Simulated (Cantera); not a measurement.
What does this Cantera script print?

```python
import numpy as np
import cantera as ct

gas_names = [...]  # 110 gases of nasa_gas.yaml made of C, H, O
cond_names = """
    C(gr) C6H6(L) C7H8(L) C8H18(L),n-octa H2O(s) H2O(L)
""".split()


# ... load() reads the species with a 1 bar reference pressure and builds the phases ...
atoms = {
    'C3H6': {'C': 3, 'H': 6},
    'H2': {'H': 2},
    'H2O': {'H': 2, 'O': 1},
}
top_T = {'C(gr)': 4500}  # K; cautious upper limits of use, not melting points


# ... equilibrate(T, P, feed) seeds the gas with the atoms and calls Mixture.equilibrate('TP', solver="vcs", rtol=1e-11, max_steps=5000) ...
results = []
feed = {'C3H6': 1, 'H2': 1.8, 'H2O': 4.3}  # mol
T = 3000  # K
P = 100000  # Pa
mix = equilibrate(T, P, feed)
results.append((T, P, feed, dict(zip(mix.species_names, mix.species_moles))))
x = sorted(zip(gas.X, gas.species_names), reverse=True)
print(f"T = {T:g} K  P = {P:g} Pa  gas = {mix.phase_moles(0):.4g} mol")
print("   x: " + "  ".join(f"{s} {v:.3e}" for v, s in x if v > 1e-05))
print("   condensed (mol): " + ("  ".join(f"{mix.phase(i).name} {mix.phase_moles(i):.4g}"
      for i in range(1, mix.n_phases) if mix.phase_moles(i) > 1e-12) or "none"))
```

It prints:

```
T = 3000 K  P = 100000 Pa  gas = 12.91 mol
   x: H2 5.543e-01  CO 2.275e-01  H 1.176e-01  H2O 8.863e-02  OH 6.243e-03  CO2 4.911e-03  O 8.112e-04  O2 5.134e-05
   condensed (mol): none
```

Equilibrium computed with Cantera from the NASA thermochemical tables; the gas is ideal and each condensed phase is pure.
